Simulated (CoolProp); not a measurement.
100 sccm (0 °C, 1 atm) of nitrogen bubbles through liquid cyclopentane at 296.8 K and leaves saturated at a total pressure of 0.15 MPa (ideal gas phase). Each further row changes one setting.

Computed with CoolProp (reference Helmholtz-energy equation of state, Gedanitz 2015).

```
case                      vapour pressure (kPa)  mole fraction of vapour  delivery (mg/min)  delivery (sccm)  change of delivery for a bath 1 K warmer (%)
------------------------  ---------------------  -----------------------  -----------------  ---------------  --------------------------------------------
as stated                                  40.1                        ?                  ?             36.5                                           5.6
bath temperature 301.8 K                      ?                        ?                151             48.2                                             ?
total pressure 0.3 MPa                     40.1                        ?                  ?                ?                                           4.7
```

### Question
Complete the blanks.

### Answer

- as stated, mole fraction of vapour: 0.268
- as stated, delivery (mg/min): 114
- bath temperature 301.8 K, vapour pressure (kPa): 48.8
- bath temperature 301.8 K, mole fraction of vapour: 0.325
- bath temperature 301.8 K, change of delivery for a bath 1 K warmer (%): 5.9
- total pressure 0.3 MPa, mole fraction of vapour: 0.134
- total pressure 0.3 MPa, delivery (mg/min): 48.3
- total pressure 0.3 MPa, delivery (sccm): 15.4
